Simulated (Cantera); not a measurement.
Mixture: CH₃OH : O₂ : N₂ = 1 : 0.714 : 2.69 (molar parts), equivalence ratio 2.1, at 1.00 bar, adiabatic and at constant pressure. Ignition delay is the time to a rise of 400 K.

Computed with Cantera and GRI-Mech 3.0 (53 species, 325 reactions). GRI-Mech 3.0 was tuned for natural gas; its chemistry of methanol as a main component is partial and can be far from experiment.

Problem. What does this change do: 0.06 parts H2 added?

Solution. 
| quantity | before | after |
|---|---|---|
| delay at 1250 K | 3.66 ms | 3.43 ms |
| delay at 1325 K | 1.27 ms | 1.21 ms |
| delay at 1400 K | 0.502 ms | 0.486 ms |
| delay at 1475 K | 0.224 ms | 0.219 ms |
| delay at 1550 K | 0.112 ms | 0.109 ms |
| delay at 1625 K | 60.7 µs | 59.7 µs |
| delay at 1700 K | 35.6 µs | 35.1 µs |
| apparent activation energy between 1550 and 1700 K | 170 kJ/mol | 170 kJ/mol |
